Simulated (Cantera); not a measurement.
A perfectly stirred reactor is fed with 10.2 % C₂H₄, 17.0 % O₂, 63.7 % N₂, 9.15 % H₂O, equivalence ratio 1.8, at 1.00 atm; it is adiabatic with a 525 K inlet, and is followed from long to short residence time, starting on the burning branch (τ in s: 0.26, 0.093, 0.033, 0.012, 0.0043, 0.0015, 0.00056, 0.0002, 7.2e-05).

Computed with Cantera and GRI-Mech 3.0 (53 species, 325 reactions). GRI-Mech 3.0 was tuned for natural gas; its chemistry of ethylene as a main component is partial and can be far from experiment.

**Question.** Predict: blow-out, bracketed by the residence times tried; x(C₂H₄) at τ = 0.260 s; x(O₂) at τ = 0.260 s; x(H₂O) at τ = 0.260 s; x(HO₂) at τ = 0.260 s; x(NO) at τ = 0.260 s; x(C₂H₄) at τ = 4.30 ms; x(O₂) at τ = 4.30 ms; x(H₂O) at τ = 4.30 ms; x(HO₂) at τ = 4.30 ms; x(NO) at τ = 4.30 ms.

**Answer.** 
```
Property                                                                       Result
------------------------------------------------  -----------------------------------
blow-out, bracketed by the residence times tried  burning at 0.200 ms, out at 72.0 µs
x(C₂H₄) at τ = 0.260 s                                                        3.65e-6
x(O₂) at τ = 0.260 s                                                          3.48e-5
x(H₂O) at τ = 0.260 s                                                           0.157
x(HO₂) at τ = 0.260 s                                                         7.02e-9
x(NO) at τ = 0.260 s                                                          8.73e-5
x(C₂H₄) at τ = 4.30 ms                                                        8.59e-5
x(O₂) at τ = 4.30 ms                                                         0.000751
x(H₂O) at τ = 4.30 ms                                                           0.162
x(HO₂) at τ = 4.30 ms                                                         2.35e-7
x(NO) at τ = 4.30 ms                                                         0.000132
```
